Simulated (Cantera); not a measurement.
A freely propagating, adiabatic, planar premixed flame of 45.7 % H2, 11.4 % O2, 42.9 % N2, equivalence ratio 2.0, unburnt at 323 K and 46000 Pa; multicomponent+Soret transport, grid criteria slope 0.08 and curve 0.16, no radiation.

Detailed kinetics in Cantera: the H2/O2 subset of GRI-Mech 3.0, which has no nitrogen chemistry. Burning velocities carry a grid error of a few per cent, more on coarse grids.

x: mole fraction of selected species; z is measured from the peak of heat release.

```json
[
 {"z (mm)": "-2.78", "T (K)": "323", "u (m/s)": "2.97", "x H2": "0.457", "x O2": "0.114", "x H": "<1e-8", "x O": "<1e-8", "x H2O2": "<1e-8", "x HO2": "<1e-8"},
 {"z (mm)": "-1.86", "T (K)": "323", "u (m/s)": "2.97", "x H2": "0.457", "x O2": "0.114", "x H": "<1e-8", "x O": "<1e-8", "x H2O2": "<1e-8", "x HO2": "<1e-8"},
 {"z (mm)": "-1.39", "T (K)": "323", "u (m/s)": "2.97", "x H2": "0.457", "x O2": "0.114", "x H": "<1e-8", "x O": "<1e-8", "x H2O2": "<1e-8", "x HO2": "<1e-8"},
 {"z (mm)": "-0.928", "T (K)": "323", "u (m/s)": "2.97", "x H2": "0.456", "x O2": "0.114", "x H": "<1e-8", "x O": "<1e-8", "x H2O2": "<1e-8", "x HO2": "1.77e-8"},
 {"z (mm)": "-0.464", "T (K)": "341", "u (m/s)": "3.05", "x H2": "0.439", "x O2": "0.118", "x H": "9.55e-6", "x O": "1.69e-6", "x H2O2": "9.62e-6", "x HO2": "0.000102"},
 {"z (mm)": "-0.232", "T (K)": "630", "u (m/s)": "5.43", "x H2": "0.399", "x O2": "0.112", "x H": "0.00555", "x O": "0.000157", "x H2O2": "6.08e-5", "x HO2": "0.000147"},
 {"z (mm)": "0", "T (K)": "1042", "u (m/s)": "8.86", "x H2": "0.323", "x O2": "0.0785", "x H": "0.0378", "x O": "0.00196", "x H2O2": "2.23e-6", "x HO2": "4.69e-5"},
 {"z (mm)": "0.232", "T (K)": "…", "u (m/s)": "11.2", "x H2": "…", "x O2": "…", "x H": "…", "x O": "…", "x H2O2": "…", "x HO2": "…"},
 {"z (mm)": "0.464", "T (K)": "1442", "u (m/s)": "12.2", "x H2": "0.206", "x O2": "0.00512", "x H": "0.0850", "x O": "0.00166", "x H2O2": "3.53e-7", "x HO2": "2.62e-6"},
 {"z (mm)": "0.928", "T (K)": "1551", "u (m/s)": "13.1", "x H2": "0.207", "x O2": "0.000647", "x H": "0.0768", "x O": "0.000977", "x H2O2": "2.57e-7", "x HO2": "3.14e-7"},
 {"z (mm)": "1.86", "T (K)": "1660", "u (m/s)": "13.9", "x H2": "0.217", "x O2": "0.000393", "x H": "0.0624", "x O": "0.000768", "x H2O2": "1.76e-7", "x HO2": "1.83e-7"},
 {"z (mm)": "3.71", "T (K)": "1772", "u (m/s)": "14.7", "x H2": "0.226", "x O2": "…", "x H": "…", "x O": "…", "x H2O2": "…", "x HO2": "…"},
 {"z (mm)": "7.42", "T (K)": "1869", "u (m/s)": "15.4", "x H2": "0.235", "x O2": "0.000138", "x H": "0.0332", "x O": "0.000292", "x H2O2": "5.04e-8", "x HO2": "6.81e-8"}
]
```

### Question
Fill in the missing entries.

### Answer

- 0.232, T (K): 1317
- 0.232, x H2: 0.236
- 0.232, x O2: 0.0261
- 0.232, x H: 0.0753
- 0.232, x O: 0.00315
- 0.232, x H2O2: 5.92e-7
- 0.232, x HO2: 1.40e-5
- 3.71, x O2: 0.000251
- 3.71, x H: 0.0469
- 3.71, x O: 0.000515
- 3.71, x H2O2: 9.89e-8
- 3.71, x HO2: 1.17e-7
